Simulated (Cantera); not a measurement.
Input: 1 mol Ta₂O₅, 0.47 mol C, 0.45 mol H₂, 10 mol CO, equilibrated at 0.170 bar.

These are equilibrium values from Cantera (NASA tables, ideal gas, pure condensed phases), not measurements of a reactor. Candidate condensed phases: C, C₆H₆, C₇H₈, C₈H₁₈, H₂O, Ta, TaC, Ta₂O₅; 113 gas species. Mutual solubility and eutectic melting of coexisting phases are not modelled. TaC: taken at fixed stoichiometry. Condensed phases not in the tables: Ta₂C. Rates play no part.

**Question.** At 1275 °C, list the 5 most abundant gas species with their mole fractions, and the condensed phases.

**Answer.** CO 0.957, H₂ 0.0416, CO₂ 0.00118, H₂O 0.000143, H 1.52e-5. Condensed: TaC(s) + Ta₂O₅(s).
